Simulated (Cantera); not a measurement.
Feed: 1 mol C2F6, 0.041 mol HCl, 0.044 mol CH4, held at 1.00 bar.

Method: chemical equilibrium by Gibbs-energy minimisation in Cantera with the NASA 1993 tables (ideal gas, pure condensed phases). Candidate condensed phases: C, C6H6, C7H8, C8H18; 118 gas species. The feed counts by its element totals alone. The tables' values for C2F4 are old estimates; treat these amounts as uncertain. Gases not in the tables: C2F6 and larger saturated fluorocarbons. Rates play no part.

At 3023 K, list the 4 most abundant gas species with their mole fractions, and the condensed phases.

CF2 0.459, F 0.376, HF 0.0588, CF4 0.0445. Condensed: gas only.
